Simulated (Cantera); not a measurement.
Input (Python, Cantera) and output of one run.

```python
import numpy as np
import cantera as ct

gas_names = [...]  # 113 gases of nasa_gas.yaml made of C, H, O, Ta
cond_names = """
    C(gr) C6H6(L) C7H8(L) C8H18(L),n-octa H2O(s) H2O(L) Ta(cr) Ta(L) TaC(s) TaC(L) Ta2O5(s) Ta2O5(L)
""".split()


# ... load() reads the species with a 1 bar reference pressure and builds the phases ...
atoms = {
    'Ta(OEt)5': {'Ta': 1, 'C': 10, 'H': 25, 'O': 5},
    'CH4': {'C': 1, 'H': 4},
}
top_T = {'C(gr)': 4500}  # K; cautious upper limits of use, not melting points


# ... equilibrate(T, P, feed) seeds the gas with the atoms and calls Mixture.equilibrate('TP', solver="vcs", rtol=1e-11, max_steps=5000) ...
results = []
feed = {'Ta(OEt)5': 1, 'CH4': 4.5}  # mol
T = 1448  # K
P = 100000  # Pa
mix = equilibrate(T, P, feed)
results.append((T, P, feed, dict(zip(mix.species_names, mix.species_moles))))
x = sorted(zip(gas.X, gas.species_names), reverse=True)
print(f"T = {T:g} K  P = {P:g} Pa  gas = {mix.phase_moles(0):.4g} mol")
print("   x: " + "  ".join(f"{s} {v:.3e}" for v, s in x if v > 0.001))
print("   condensed (mol): " + ("  ".join(f"{mix.phase(i).name} {mix.phase_moles(i):.4g}"
      for i in range(1, mix.n_phases) if mix.phase_moles(i) > 1e-12) or "none"))
```

Result:

```
T = 1448 K  P = 100000 Pa  gas = 26.43 mol
   x: H2 8.087e-01  CO 1.887e-01  CH4 2.182e-03
   condensed (mol): C(gr) 8.453  TaC(s) 1
```

These are equilibrium values from Cantera (NASA tables, ideal gas, pure condensed phases), not measurements of a reactor. The feed counts by its element totals alone. TaC: taken at fixed stoichiometry. Condensed phases not in the tables: Ta2C.
